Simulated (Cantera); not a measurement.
An isothermal plug-flow reactor at 750 K and 4.30 bar (inlet), inlet velocity 0.095 m/s, active area per volume 1700 1/m; feed 0.291 % H2, 15.6 % O2, 82.1 % N2, 1.98 % H2O, equivalence ratio 0.0093.

Model: Deutschmann's 1995 Pt surface mechanism with GRI-Mech 3.0 gas chemistry, integrated in Cantera. Catalytic surfaces can have several steady states; this one follows from the mechanism file's or the stated starting coverage. Mass transfer to the wall is taken as infinitely fast.

x: gas mole fraction; θ: surface coverage.

```json
[
 {"z (m)": "6.3e-05", "x H2": "0.00120", "x O2": "0.155", "x H2O": "0.0215", "θ free Pt": "0.0171", "θ O*": "0.977", "θ OH*": "0.00564"},
 {"z (m)": "0.00012", "x H2": "0.000733", "x O2": "0.155", "x H2O": "0.0220", "θ free Pt": "0.0127", "θ O*": "0.982", "θ OH*": "0.00490"},
 {"z (m)": "0.00024", "x H2": "(withheld)", "x O2": "0.155", "x H2O": "0.0224", "θ free Pt": "(withheld)", "θ O*": "0.986", "θ OH*": "(withheld)"},
 {"z (m)": "0.00046", "x H2": "0.000111", "x O2": "0.155", "x H2O": "0.0226", "θ free Pt": "0.00800", "θ O*": "0.988", "θ OH*": "0.00393"},
 {"z (m)": "0.00088", "x H2": "1.67e-5", "x O2": "0.155", "x H2O": "0.0227", "θ free Pt": "0.00744", "θ O*": "0.989", "θ OH*": "0.00379"},
 {"z (m)": "0.0017", "x H2": "(withheld)", "x O2": "0.155", "x H2O": "0.0227", "θ free Pt": "0.00734", "θ O*": "0.989", "θ OH*": "0.00377"},
 {"z (m)": "0.0033", "x H2": "4.45e-10", "x O2": "0.155", "x H2O": "0.0227", "θ free Pt": "0.00734", "θ O*": "0.989", "θ OH*": "0.00377"},
 {"z (m)": "0.0063", "x H2": "<1e-12", "x O2": "0.155", "x H2O": "0.0227", "θ free Pt": "0.00734", "θ O*": "0.989", "θ OH*": "0.00377"}
]
```

Q: Some entries are withheld; supply them.

A: 
- 0.00024, x H2: 0.000340
- 0.00024, θ free Pt: 0.00955
- 0.00024, θ OH*: 0.00428
- 0.0017, x H2: 4.66e-7
